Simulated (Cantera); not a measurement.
Charge: 1 mol Si3N4, 3.4 mol HF, 9.1 mol N2, held at 1425 K and 61.5 Torr.

These are equilibrium values from Cantera (NASA tables, ideal gas, pure condensed phases), not measurements of a reactor. Candidate condensed phases: Si, Si3N4; 37 gas species. The tables' values for SiF3, SiF2 are old estimates; treat these amounts as uncertain. Kinetics and transport are ignored.

Base state: N2 0.790, H2 0.137, SiF4 0.0658, HF 0.00327, SiF3 0.00294, SiHF3 0.000768, SiF2 8.55e-5 (mole fractions); condensed: Si3N4(s).

Task: What changes in the equilibrium state with this change: HF from 3.4 to 6.4 mol?

Result: 
| species | before | after |
|---|---|---|
| N2 | 0.790 | 0.678 |
| H2 | 0.137 | 0.210 |
| SiF4 | 0.0658 | 0.101 |
| SiHF3 | 0.000768 | 0.00135 |
| SiF3 | 0.00294 | 0.00416 |
| HF | 0.00327 | 0.00440 |
| SiF2 | 8.55e-5 | 0.000112 |
| Si3N4(s), mol | 0.716 | 0.465 |
